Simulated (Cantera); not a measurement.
A Cantera script and what it prints.

```python
import numpy as np
import cantera as ct

gas_names = """
    H NaOH H2O Na
""".split()
cond_names = """

""".split()


def load(file, names, dense=False):
    # The tables refer to 1 bar. Condensed volumes are neglected.
    table = {s.name: s for s in ct.Species.list_from_file(file)}
    out = []
    for n in names:
        d = dict(table[n].input_data)
        d["thermo"] = dict(d["thermo"], **{"reference-pressure": 1e5})
        if dense:
            d["equation-of-state"] = {"model": "constant-volume", "density": "1e6 g/cm^3"}
        out.append(ct.Species.from_dict(d))
    return out


species = {s.name: s for s in load("nasa_gas.yaml", gas_names) + load("nasa_condensed.yaml", cond_names)}
# Each term lists the table entries of one substance; the one whose range holds T is used.
reactions = {
    'H(g) + NaOH(g) = H2O(g) + Na(g)':
        [(-1, ['H']), (-1, ['NaOH']), (1, ['H2O']), (1, ['Na'])],
}


def pick(names, T):
    return next(species[n] for n in names if species[n].thermo.min_temp <= T <= species[n].thermo.max_temp)


results = []
for label, terms in reactions.items():
    print(label)
    print("     T/K   dH/kJ  dS/(J/K)   dG/kJ   log10 K")
    for T in [300, 875, 1025, 1175, 1325, 1475, 1625, 1775, 1925, 2075, 2225, 2375]:
        used = [(nu, pick(names, T)) for nu, names in terms]
        dH = sum(nu * s.thermo.h(T) for nu, s in used) / 1e6
        dS = sum(nu * s.thermo.s(T) for nu, s in used) / 1e3
        dG = dH - T * dS / 1e3
        logK = -dG * 1e6 / (ct.gas_constant * T * np.log(10))
        results.append((label, T, dH, dS, dG, logK, [s.name for _, s in used]))
        print(f"{T:8g} {dH:8.1f} {dS:8.1f} {dG:8.1f} {logK:8.2f}")
```

Result:

```
H(g) + NaOH(g) = H2O(g) + Na(g)
     T/K   dH/kJ  dS/(J/K)   dG/kJ   log10 K
     300   -154.8     -0.7   -154.6    26.91
     875   -163.9    -17.8   -148.4     8.86
    1025   -166.0    -19.9   -145.5     7.42
    1175   -167.8    -21.6   -142.4     6.33
    1325   -169.5    -23.0   -139.0     5.48
    1475   -171.1    -24.1   -135.5     4.80
    1625   -172.5    -25.0   -131.8     4.24
    1775   -173.8    -25.8   -128.0     3.77
    1925   -174.9    -26.4   -124.1     3.37
    2075   -176.0    -26.9   -120.1     3.02
    2225   -177.0    -27.4   -116.0     2.72
    2375   -177.8    -27.8   -111.9     2.46
```

Source: NASA polynomial tables (part measured, part estimated), evaluated in Cantera. Condensed species are held in their standard states even where they would react or evaporate.
